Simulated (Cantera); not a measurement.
A Cantera script and its output.

```python
import numpy as np
import cantera as ct

gas = ct.Solution("h2o2.yaml")
gas.TPX = 448, 230000, {'H2': 1, 'O2': 0.333, 'N2': 0.9, 'H2O': 0.003}
flame = ct.FreeFlame(gas, width=0.022)
flame.set_refine_criteria(ratio=3, slope=0.08, curve=0.16)
flame.transport_model = "mixture-averaged"
flame.solve(loglevel=0, auto=True)
z, T = flame.grid, flame.T
thick = (T[-1] - T[0]) / np.gradient(T, z).max()
show = ['H2', 'O2', 'H2O', 'O', 'HO2', 'OH']
print(f"laminar burning velocity  {flame.velocity[0] * 100:.3f} cm/s")
print(f"burnt temperature         {T[-1]:.1f} K")
print(f"thermal thickness         {thick * 1e3:.4f} mm")
print(f"grid points               {len(z)}")
z0 = z[flame.heat_release_rate.argmax()]
print(f"{'z/mm':>9s}{'T/K':>9s}{'u/(m/s)':>9s}" + "".join(f"{s:>11s}" for s in show))
rows = []
for k in (-3, -2, -1.5, -1, -0.5, -0.25, 0, 0.25, 0.5, 1, 2, 4, 8):
    zz = z0 + k * thick
    rows.append([k * thick, np.interp(zz, z, T), np.interp(zz, z, flame.velocity),
                 *(np.interp(zz, z, flame.X[gas.species_index(s)]) for s in show)])
    print(f"{rows[-1][0] * 1e3:9.3f}{rows[-1][1]:9.1f}{rows[-1][2]:9.3f}" + "".join(f"{x:11.3e}" for x in rows[-1][3:]))
```

Result:

```
laminar burning velocity  757.033 cm/s
burnt temperature         2588.9 K
thermal thickness         0.1277 mm
grid points               113
     z/mm      T/K  u/(m/s)         H2         O2        H2O          O        HO2         OH
   -0.383    448.0    7.570  4.472e-01  1.489e-01  1.342e-03  2.523e-14  1.378e-13  2.715e-16
   -0.255    448.0    7.570  4.472e-01  1.489e-01  1.342e-03  4.663e-12  4.008e-11  5.031e-14
   -0.191    448.0    7.570  4.472e-01  1.489e-01  1.342e-03  4.993e-11  5.399e-10  5.520e-13
   -0.128    448.1    7.571  4.472e-01  1.489e-01  1.342e-03  4.293e-09  1.036e-07  1.714e-10
   -0.064    466.6    7.833  4.429e-01  1.498e-01  1.707e-03  3.493e-06  2.166e-04  2.216e-05
   -0.032    772.6   12.519  4.028e-01  1.444e-01  2.480e-02  3.215e-04  5.683e-04  1.480e-03
    0.000   1290.2   20.135  2.959e-01  1.047e-01  1.166e-01  4.117e-03  2.125e-04  3.708e-03
    0.032   1643.0   25.330  1.910e-01  4.146e-02  2.335e-01  7.543e-03  7.718e-05  9.273e-03
    0.064   1813.4   27.759  1.536e-01  1.492e-02  2.828e-01  6.998e-03  2.644e-05  1.266e-02
    0.128   1976.6   29.960  1.474e-01  5.687e-03  3.025e-01  5.690e-03  9.548e-06  1.482e-02
    0.255   2137.9   32.032  1.531e-01  3.615e-03  3.118e-01  4.083e-03  5.630e-06  1.505e-02
    0.511   2289.7   33.910  1.585e-01  2.196e-03  3.215e-01  2.512e-03  3.274e-06  1.365e-02
    1.021   2415.4   35.412  1.627e-01  1.164e-03  3.307e-01  1.336e-03  1.723e-06  1.110e-02
```

Computed with Cantera and the H2/O2 subset of GRI-Mech 3.0, which has no nitrogen chemistry. The hydrogen kinetics of GRI-Mech 3.0 are dated; newer H2 mechanisms differ, most at raised pressure. Burning velocities carry a grid error of a few per cent, more on coarse grids.
